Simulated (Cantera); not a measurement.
Charge: 1 mol C₂H₄, 0.47 mol H₂O, 19 mol N₂, held at 2150 °C and 37.0 Pa.

Method: chemical equilibrium by Gibbs-energy minimisation in Cantera with the NASA 1993 tables (ideal gas, pure condensed phases). Candidate condensed phases: C, C₆H₆, C₇H₈, C₈H₁₈, H₂O; 136 gas species. Kinetics and transport are ignored.

Base state: N₂ 0.795, H 0.147, H₂ 0.0255, CO 0.0198, HCN 0.00827, CN 0.00247, HNC 0.000884, C₃ 0.000391 (mole fractions); condensed: C(graphite).

Q: What changes in the equilibrium state with this change: C₂H₄ replaced by CH₃OH?

A: 
| species | before | after |
|---|---|---|
| N₂ | 0.795 | 0.773 |
| H | 0.147 | 0.144 |
| CO | 0.0198 | 0.0400 |
| O | <1e-9 | 0.0112 |
| H₂ | 0.0255 | 0.0244 |
| HCN | 0.00827 | <1e-9 |
| OH | <1e-9 | 0.00283 |
| H₂O | <1e-9 | 0.00254 |
| CN | 0.00247 | <1e-9 |
| C(graphite), mol | 1.21 | 0 |
